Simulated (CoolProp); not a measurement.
Properties of carbon dioxide along the isotherm 278.65 °C.

Model: reference Helmholtz-energy equation of state, Span 1996, in CoolProp.

| p (bar) | phase | cp (kJ/(kg K)) | isothermal compressibility (1/MPa) | viscosity (µPa s) | Prandtl number | fugacity coefficient |
|---|---|---|---|---|---|---|
| 2.33 | gas | 1.050 | 4.296 | 26.0 | 0.736 | 0.9989 |
| 4.42 | gas | 1.052 | 2.267 | 26.1 | 0.736 | 0.9980 |
| 8.38 | gas | 1.056 | 1.198 | 26.1 | 0.738 | 0.9963 |
| 15.9 | gas | 1.063 | 0.6332 | 26.2 | 0.740 | 0.9930 |
| 30.1 | gas | … | 0.3363 | 26.4 | 0.746 | 0.9869 |
| 57.1 | gas | 1.106 | 0.1787 | 26.8 | 0.758 | 0.9759 |
| 108 | supercritical | 1.161 | 0.09520 | … | 0.785 | 0.9574 |
| 205 | supercritical | 1.264 | … | 30.3 | 0.840 | 0.9294 |
| 389 | supercritical | 1.394 | 0.02186 | … | 0.927 | 0.9043 |
| 738 | supercritical | 1.445 | 0.007843 | … | 1.04 | 0.9411 |

Problem. What belongs in the gaps?

Solution. 
- 30.1, cp (kJ/(kg K)): 1.078
- 108, viscosity (µPa s): 27.8
- 205, isothermal compressibility (1/MPa): 0.04907
- 389, viscosity (µPa s): 37.8
- 738, viscosity (µPa s): 55.4

Viscosity comes from a separate model (Laesecke 2017). Thermal conductivity comes from a separate model (Huber 2016).
